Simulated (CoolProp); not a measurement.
Dimethyl carbonate along the isotherm 573.6 K: Z from the reference equation and from simpler models built on Tc = 557.0 K, pc = 4.909 MPa, ω = 0.346; each cubic takes its own stable root.

The numbers come from the reference Helmholtz-energy equation of state, Zhou 2011 in CoolProp.

```csv
p (MPa),phase,reference
1.75,gas,0.8797
3.51,gas,0.7292
5.26,supercritical,0.5011
7.01,supercritical,0.2735
8.77,supercritical,0.2949
10.5,supercritical,0.3306
12.3,supercritical,0.3706
14,supercritical,0.4090
15.8,supercritical,0.4498
17.5,supercritical,0.4881
19.3,supercritical,0.5285
21,supercritical,0.5663
22.8,supercritical,0.6060
24.5,supercritical,0.6433
```

How far does each simpler model (van der Waals, Redlich-Kwong, Soave-Redlich-Kwong, Peng-Robinson) lie from the reference over these 14 states: mean and median of the absolute difference, and the worst?


- van der Waals: mean 29.9 %, median 38.5 %, worst +38.7 % at 573.6 K and 17.5 MPa
- Redlich-Kwong: mean 10.0 %, median 11.5 %, worst +16.1 % at 573.6 K and 8.77 MPa
- Soave-Redlich-Kwong: mean 12.1 %, median 12.8 %, worst +21.2 % at 573.6 K and 7.01 MPa
- Peng-Robinson: mean 3.3 %, median 2.0 %, worst +11.3 % at 573.6 K and 7.01 MPa
